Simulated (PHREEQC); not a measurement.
Dissolve 0.042 mol HF, 0.0002 mol NH4HF2 and 0.0037 mol H2SiF6 per kg of water at 25 °C. Closed to the air; pH follows from the charge balance.

Equilibrium calculation in PHREEQC: ion-association model, phreeqc.dat.

**Question.** The ionic strength comes out as 0.0146 mol/kgw. What activity coefficients do HF2-, SiF6-2, F-, H+, NH4+ get?

**Answer.** HF2- 0.89, SiF6-2 0.62, F- 0.88, H+ 0.90, NH4+ 0.88.

No solid was allowed to form. Complexes and solids missing from the database can't appear. SiF6-2 is the database's only silicon fluoride.
